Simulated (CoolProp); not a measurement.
R142b along the isotherm 464.9 K: density (kg/m³) from the reference equation and from simpler models built on Tc = 410.3 K, pc = 4.055 MPa, ω = 0.232; each cubic takes its own stable root.

Values from CoolProp's reference Helmholtz-energy equation of state, Lemmon 2006. It is a short technical equation, of lower accuracy than the large ones.

```json
[
 {"p (MPa)": "0.38", "phase": "gas", "reference": "10.10"},
 {"p (MPa)": "0.76", "phase": "gas", "reference": "20.65"},
 {"p (MPa)": "1.14", "phase": "gas", "reference": "31.72"},
 {"p (MPa)": "1.52", "phase": "gas", "reference": "43.36"},
 {"p (MPa)": "1.9", "phase": "gas", "reference": "55.64"},
 {"p (MPa)": "2.28", "phase": "gas", "reference": "68.64"},
 {"p (MPa)": "2.66", "phase": "gas", "reference": "82.47"},
 {"p (MPa)": "3.04", "phase": "gas", "reference": "97.23"},
 {"p (MPa)": "3.42", "phase": "gas", "reference": "113.1"},
 {"p (MPa)": "3.8", "phase": "gas", "reference": "130.2"},
 {"p (MPa)": "4.18", "phase": "supercritical", "reference": "148.7"},
 {"p (MPa)": "4.56", "phase": "supercritical", "reference": "168.9"},
 {"p (MPa)": "4.94", "phase": "supercritical", "reference": "191.0"},
 {"p (MPa)": "5.32", "phase": "supercritical", "reference": "215.3"},
 {"p (MPa)": "5.7", "phase": "supercritical", "reference": "242.0"},
 {"p (MPa)": "6.08", "phase": "supercritical", "reference": "271.3"}
]
```

Question: How far does each simpler model (ideal gas, van der Waals, Redlich-Kwong, Soave-Redlich-Kwong, Peng-Robinson) lie from the reference over these 16 states: mean and median of the absolute difference, and the worst?

Answer: 
- ideal gas: mean 20.8 %, median 20.0 %, worst -41.7 % at 464.9 K and 6.08 MPa
- van der Waals: mean 2.7 %, median 0.6 %, worst +12.5 % at 464.9 K and 6.08 MPa
- Redlich-Kwong: mean 1.3 %, median 1.1 %, worst +3.2 % at 464.9 K and 6.08 MPa
- Soave-Redlich-Kwong: mean 1.7 %, median 1.1 %, worst -5.7 % at 464.9 K and 6.08 MPa
- Peng-Robinson: mean 1.2 %, median 1.3 %, worst +1.8 % at 464.9 K and 3.8 MPa
